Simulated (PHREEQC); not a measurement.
Consider water at 25 °C with 0.2 mol MnSO4, 0.0072 mol ZnCl2, 0.24 mol H2SO4 and 0.00037 mol NaCl per kg of water. Closed to the air; pH follows from the charge balance.

Equilibrium calculation in PHREEQC: ion-association model, phreeqc.dat.

Each row changes one thing in this solution. No solid was allowed to form.

| case | pH | ionic strength (mol/kgw) | HSO4- (mol/kgw) | SO4-2 (mol/kgw) | Cl- (mol/kgw) | Zn+2 (mol/kgw) | SI of Halite (NaCl) |
|---|---|---|---|---|---|---|---|
| as made | 0.83 | 0.684 | 0.285 | 0.0827 | 0.0132 | 0.00390 | -7.26 |
| NaCl from 0.00037 to 0.000555 mol/kgw | 0.83 | 0.684 | 0.285 | 0.0827 | 0.0134 | 0.00390 | -7.08 |
| ZnCl2 from 0.0072 to 0.00072 mol/kgw | 0.84 | 0.669 | 0.287 | ___ | ___ | 0.000386 | -8.17 |
| MnSO4 left out | 0.67 | ___ | 0.207 | 0.0299 | 0.0147 | 0.00479 | -7.15 |
| temperature from 25 to 40 °C | ___ | 0.650 | 0.300 | 0.0670 | 0.0132 | 0.00426 | -7.27 |
| diluted 100-fold with water | 2.44 | 0.0122 | 0.000809 | 0.00319 | 0.000147 | 5.46e-5 | -10.94 |
| H2SO4 from 0.24 to 0.216 mol/kgw | 0.88 | 0.657 | ___ | 0.0829 | 0.0132 | 0.00382 | -7.26 |

Problem. What belongs in the gaps?

Solution. 
- ZnCl2 from 0.0072 to 0.00072 mol/kgw, SO4-2 (mol/kgw): 0.0830
- ZnCl2 from 0.0072 to 0.00072 mol/kgw, Cl- (mol/kgw): 0.00162
- MnSO4 left out, ionic strength (mol/kgw): 0.318
- temperature from 25 to 40 °C, pH: 0.87
- H2SO4 from 0.24 to 0.216 mol/kgw, HSO4- (mol/kgw): 0.259

Constants without temperature data keep their 25 °C values here.
